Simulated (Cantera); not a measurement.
# Pyrogenic steam for wet oxidation

An isothermal, constant-pressure homogeneous reactor starts with H2 : O2 : N2 = 1.6 : 1 : 18 (molar parts), equivalence ratio 0.80, at 948 K and 0.355 atm.

Computed with Cantera and the H2/O2 subset of GRI-Mech 3.0, which has no nitrogen chemistry. Below about 950 K walls govern HO2 and H2O2 in real vessels. The temperature is held fixed by assumption; the heat of reaction is taken as removed at once.

```tsv
t (s)	x H2	x O2	x HO2	x OH	x H2O2	x H2O
2.00e-5	0.0777	0.0485	4.64e-12	<1e-12	<1e-12	<1e-12
7.19e-5	0.0777	0.0485	1.90e-11	<1e-12	<1e-12	5.97e-12
0.000258	0.0777	0.0485	1.21e-10	4.09e-12	<1e-12	1.46e-10
0.000928	0.0777	0.0485	1.10e-8	4.49e-10	1.81e-11	2.56e-8
0.00334	0.0192	0.0206	8.82e-6	0.000392	5.86e-7	0.0573
0.0120	0.000965	0.0106	3.97e-6	2.07e-5	3.91e-7	0.0798
0.0431	0.000323	0.0103	2.69e-6	3.81e-6	4.87e-7	0.0805
0.155	0.000154	0.0102	1.77e-6	7.64e-7	6.02e-7	0.0806
0.557	6.95e-5	0.0101	1.03e-6	3.16e-7	2.69e-7	0.0807
2.00	2.23e-5	0.0101	4.07e-7	1.17e-7	4.58e-8	0.0808
```
x: mole fraction; the columns are a selection and need not sum to one.

Equilibrium at this temperature and pressure: H2 2.30e-11, O2 0.0101, HO2 2.77e-11, OH 2.15e-8, H2O2 6.80e-12, H2O 0.0808 (gas phase only).
